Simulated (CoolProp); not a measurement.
Saturation properties of sulfur dioxide.

The numbers come from the reference Helmholtz-energy equation of state, Gao 2016 in CoolProp.

| T (K) | p (bar) | liquid density (kg/m³) | enthalpy of vaporisation (kJ/kg) | liquid cp (kJ/(kg K)) | surface tension (mN/m) |
|---|---|---|---|---|---|
| 230.1 | 0.1797 | 1546 | 417.6 | 1.362 | 35.1 |
| 237 | 0.2703 | 1529 | 411.9 | 1.359 | 33.7 |
| 243.9 | 0.3958 | 1511 | 406.1 | 1.358 | 32.3 |
| 250.9 | [?] | 1493 | 400.2 | 1.358 | 30.9 |
| 257.8 | 0.7937 | 1475 | 394.2 | 1.359 | 29.6 |
| 264.8 | 1.091 | 1457 | 388.1 | 1.362 | [?] |
| 271.7 | 1.465 | 1439 | 381.9 | 1.366 | 26.8 |
| 278.7 | 1.941 | 1420 | 375.4 | 1.371 | [?] |
| 285.6 | 2.523 | 1402 | 368.8 | 1.377 | 24.1 |
| 292.6 | 3.244 | [?] | 362.0 | 1.385 | 22.7 |
| 299.5 | 4.102 | [?] | 355.0 | 1.395 | 21.4 |
| 306.5 | 5.140 | 1343 | 347.6 | 1.406 | [?] |
| 313.4 | 6.350 | 1323 | 340.1 | 1.419 | 18.7 |
| 320.3 | 7.765 | 1302 | 332.3 | 1.435 | 17.4 |
| 327.3 | 9.432 | [?] | 324.0 | 1.454 | 16.1 |

Task: Fill in the missing entries.

Result: 
- 250.9, p (bar): 0.5683
- 264.8, surface tension (mN/m): 28.2
- 278.7, surface tension (mN/m): 25.4
- 292.6, liquid density (kg/m³): 1382
- 299.5, liquid density (kg/m³): 1363
- 306.5, surface tension (mN/m): 20.0
- 327.3, liquid density (kg/m³): 1280

It boils at 263.1 K under 1 atm.

Surface tension comes from a separate correlation (Mulero 2012).
